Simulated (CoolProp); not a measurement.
The fluid at 293.15 K and 11 MPa (stagnation) flows isentropically through a choked orifice. The same conditions are run with several fluids, on thermodynamics alone (safety and materials aside).

Model: reference Helmholtz-energy equation of state of each fluid (carbon monoxide: Lemmon 2006; dry air: Lemmon 2000; CF4 (R14): Platzer 1990; ethylene: Smukala 2000), in CoolProp. The equations of Platzer and Polt are older, rougher fits. Blends and air are pseudo-pure fits.

| fluid | throat to inlet pressure ratio | mass flux (kg/(m² s)) | throat temperature (K) |
|---|---|---|---|
| carbon monoxide | 0.507 | 26700 | 239.6 |
| dry air | 0.510 | 27100 | 239.9 |
| CF4 (R14) | 0.552 | 56200 | 263.8 |
| ethylene | 0.403 | 62900 | 276.6 |
